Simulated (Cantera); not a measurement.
Mixture: CO : H2 : O2 : N2 = 1 : 0.27 : 0.488 : 1.84 (molar parts), equivalence ratio 1.3, at 1.00 bar, adiabatic and at constant pressure. Ignition delay is the time to a rise of 400 K.

Computed with Cantera and GRI-Mech 3.0 (53 species, 325 reactions). Where the delays flatten at high temperature, the 400 K rule measures the pace of heat release, not the induction time.

**Question.** What does this change do: pressure from 1.00 bar to 9.40 bar?

**Answer.** 
| quantity | before | after |
|---|---|---|
| delay at 1000 K | 0.413 ms | 2.81 ms |
| delay at 1050 K | 0.212 ms | 0.830 ms |
| delay at 1100 K | 0.138 ms | 0.253 ms |
| delay at 1150 K | 0.101 ms | 77.1 µs |
| delay at 1200 K | 79.2 µs | 26.7 µs |
| delay at 1250 K | 65.2 µs | 12.7 µs |
The hydrogen kinetics of GRI-Mech 3.0 are dated; newer H2 mechanisms differ, most at raised pressure.
